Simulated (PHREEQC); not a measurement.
Consider water at 45 °C with 12 mmol/kgw TMAH and 0.11 mmol/kgw H4SiO4. Closed to the air; pH follows from the charge balance.

The numbers come from PHREEQC with the ion-association model, wateq4f.dat.

Each row changes one thing in this solution. This is a speciation only: nothing precipitates in the calculation.

```csv
case,pH,H3SiO4- (mol/kgw),H4SiO4 (mol/kgw),SI of Quartz (SiO2)
as made,11.43,0.000101,1.22e-6,-2.21
H4SiO4 replaced by Na2SiF6 at the same molality,11.41,0.000101,1.27e-6,-2.19
H4SiO4 from 0.00011 to 0.000121 mol/kgw,11.43,0.000111,1.34e-6,(withheld)
temperature from 45 to 35 °C,11.71,(withheld),8.46e-7,-2.23
H4SiO4 from 0.00011 to 9.9e-05 mol/kgw,11.43,9.06e-5,1.10e-6,-2.25
diluted 2-fold with water,(withheld),5.18e-5,(withheld),-2.20
0.00013 mol/kgw HF added,11.43,0.000101,1.23e-6,-2.20
temperature from 45 to 55 °C,11.17,0.000101,1.71e-6,-2.19
TMAH replaced by (CH3)4NCl at the same molality,6.58,1.27e-7,0.000110,-0.25
```

Question: Fill in the missing entries.

Answer: 
- H4SiO4 from 0.00011 to 0.000121 mol/kgw, SI of Quartz (SiO2): -2.17
- temperature from 45 to 35 °C, H3SiO4- (mol/kgw): 0.000100
- diluted 2-fold with water, pH: 11.14
- diluted 2-fold with water, H4SiO4 (mol/kgw): 1.26e-6

(CH3)4N+ isn't in the database: it is added as a free cation with an ion size of 4 Å. Constants without temperature data keep their 25 °C values here. SiF6-2 is the database's only silicon fluoride.
